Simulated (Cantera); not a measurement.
A freely propagating, adiabatic, planar premixed flame of H2 : O2 : N2 : H2O = 1 : 0.263 : 0.989 : 0.063 (molar parts), unburnt at 598 K and 1.80 bar; mixture-averaged transport, grid criteria slope 0.08 and curve 0.16, no radiation.

Computed with Cantera and the H2/O2 subset of GRI-Mech 3.0, which has no nitrogen chemistry. Burning velocities carry a grid error of a few per cent, more on coarse grids.

Q: How do the results move with these cheaper or finer settings: unity-Lewis-number transport; multicomponent transport; multicomponent+Soret transport; grid criteria slope 0.5, curve 1; grid criteria slope 0.25, curve 0.5; grid criteria slope 0.03, curve 0.06?

A: 
| setting | laminar burning velocity | thermal thickness | peak x(O) | peak x(H2O2) | grid points |
|---|---|---|---|---|---|
| as above | 898 cm/s | 0.205 mm | 0.00385 | 2.06e-5 | 118 |
| unity-Lewis-number transport | 545 cm/s | 0.181 mm | 0.00284 | 1.08e-5 | 112 |
| multicomponent transport | 879 cm/s | 0.206 mm | 0.00377 | 2.03e-5 | 119 |
| multicomponent+Soret transport | 849 cm/s | 0.202 mm | 0.00377 | 2.15e-5 | 118 |
| grid criteria slope 0.5, curve 1 | 1010 cm/s | 0.286 mm | 0.00327 | 1.66e-5 | 42 |
| grid criteria slope 0.25, curve 0.5 | 944 cm/s | 0.237 mm | 0.00367 | 1.82e-5 | 54 |
| grid criteria slope 0.03, curve 0.06 | 887 cm/s | 0.199 mm | 0.00388 | 2.14e-5 | 268 |
Unity Lewis numbers drop preferential diffusion, which matters most where H2 and H carry the flame; Soret adds thermal diffusion.
